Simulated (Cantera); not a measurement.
**Premixed flame**

A freely propagating, adiabatic, planar premixed flame of 29.6 % H₂, 12.3 % O₂, 58.0 % N₂, equivalence ratio 1.2, unburnt at 650 K and 41000 Pa; multicomponent transport, grid criteria slope 0.08 and curve 0.16, no radiation.

Model: the H2/O2 subset of GRI-Mech 3.0, which has no nitrogen chemistry, integrated in Cantera. Burning velocities carry a grid error of a few per cent, more on coarse grids.

```csv
z (mm),T (K),u (m/s),x H₂,x O₂,x H₂O,x OH,x HO₂,x H₂O₂
-4.97,650,7.26,0.296,0.123,<1e-8,<1e-8,<1e-8,<1e-8
-3.31,650,7.26,0.296,0.123,<1e-8,<1e-8,<1e-8,<1e-8
-2.48,650,7.26,0.296,0.123,<1e-8,<1e-8,<1e-8,<1e-8
-1.66,650,7.26,0.296,0.123,3.86e-8,<1e-8,5.28e-7,<1e-8
-0.828,658,7.34,0.295,0.123,0.000535,3.13e-5,9.53e-5,8.85e-7
-0.414,788,8.69,0.273,0.119,0.0125,0.000404,7.18e-5,2.09e-6
0,1176,12.6,0.156,0.0766,0.101,0.00307,3.05e-5,1.53e-6
0.414,1458,15.4,0.0684,0.0250,0.195,0.00762,9.25e-6,1.38e-6
0.828,1581,16.5,0.0605,0.0169,0.210,0.00965,5.59e-6,9.73e-7
1.66,1718,17.8,0.0623,0.0140,0.218,0.0115,4.00e-6,5.61e-7
3.31,1865,19.1,0.0636,0.0112,0.227,0.0127,2.80e-6,2.97e-7
6.63,2009,20.4,0.0633,0.00839,0.237,0.0130,1.88e-6,1.62e-7
13.3,2141,21.5,0.0617,0.00569,0.248,0.0121,1.22e-6,9.60e-8
```
x: mole fraction of selected species; z is measured from the peak of heat release.

```yaml
laminar_burning_velocity: 726 cm/s
thermal_thickness: 1.66 mm
peak x(OH): 0.0131
peak x(HO₂): 0.000101
peak x(H₂O₂): 2.20e-6
grid_points: 137
```
